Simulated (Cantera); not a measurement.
## Diamond growth

A diamond (100) surface in a fixed gas of H2 with x(CH4) = 0.0087, x(H) = 0.0017, x(CH3) = 8.6e-05, at 1250 K; coverages are run to steady state.

Model: the Harris–Goodwin 1993 mechanism for the reconstructed diamond (100) surface, integrated in Cantera.

```csv
P (Pa),growth (µm/h),θ c6HH,θ c6H*,θ c6*H,θ c6**,θ c6HM
330,0.0188,0.427,0.0428,0.499,0.0302,3.17e-5
640,0.0434,0.427,0.0428,0.499,0.0301,6.39e-5
1200,0.0934,0.427,0.0428,0.499,0.0301,0.000122
2400,0.220,0.427,0.0428,0.499,0.0301,0.000245
4500,0.502,0.427,0.0428,0.499,0.0301,0.000453
8700,1.27,0.427,0.0428,0.498,0.0301,0.000843
17000,3.51,0.426,0.0428,0.498,0.0300,0.00153
32000,9.42,0.426,0.0427,0.497,0.0300,0.00253
```
θ: site fractions in the mechanism's names (c6HH fully hydrogenated, c6H* and c6*H radical sites, c6** diradical, c6HM methylated).
